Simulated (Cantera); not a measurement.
A closed system holds: 1 mol CHF3, a varied amount of H2, at 700 K and 82.5 Torr.

These are equilibrium values from Cantera (NASA tables, ideal gas, pure condensed phases), not measurements of a reactor. Candidate condensed phases: C, C6H6, C7H8, C8H18; 95 gas species. Condensed phases not in the tables: fluorocarbon polymer. Gases not in the tables: C2F6 and larger saturated fluorocarbons. Kinetics and transport are ignored.

### Question
What share of the C ends up in condensed phases as a function of n(H2) (mol), at 0.19, 0.28, 0.42, 0.62, 0.93, 1.4, 2.1, 3.1, 4.6, 6.8?

### Answer
```
n(H2) (mol)  C condensed (%)           as
-----------  ---------------  -----------
0.19                    59.5  C(graphite)
0.28                    64.0  C(graphite)
0.42                    71.0  C(graphite)
0.62                    81.0  C(graphite)
0.93                    96.5  C(graphite)
1.4                     96.8  C(graphite)
2.1                     84.9  C(graphite)
3.1                     63.2  C(graphite)
4.6                     27.0  C(graphite)
6.8                      0.0            -
```
